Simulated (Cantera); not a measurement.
Feed: 1 mol MgO, 8.3 mol HBr, held at 1375 °C and 0.133 bar.

Cantera equilibrium calculation (NASA polynomials, part measured and part estimated; ideal gas, pure solids and liquids). Candidate condensed phases: Br2, H2O, Mg, MgBr2, MgO, Mg(OH)2; 20 gas species. Kinetics and transport are ignored.

Base state: HBr 0.677, H2O 0.117, MgBr2 0.117, Br 0.0576, H2 0.0299, Br2 0.00118, H 4.22e-5, MgBr 1.71e-5 (mole fractions); condensed: gas only.

Q: What changes in the equilibrium state with this change: temperature from 1375 °C to 375 °C?

A: 
| species | before | after |
|---|---|---|
| HBr | 0.677 | 0.863 |
| H2O | 0.117 | 0.137 |
| H2 | 0.0299 | 1.76e-5 |
| MgBr2 | 0.117 | 2.72e-8 |
| Br | 0.0576 | 1.13e-7 |
| H | 4.22e-5 | <1e-9 |
| MgBr | 1.71e-5 | <1e-9 |
| Br2 | 0.00118 | 1.75e-5 |
| MgBr2(s), mol | 0 | 1.00 |
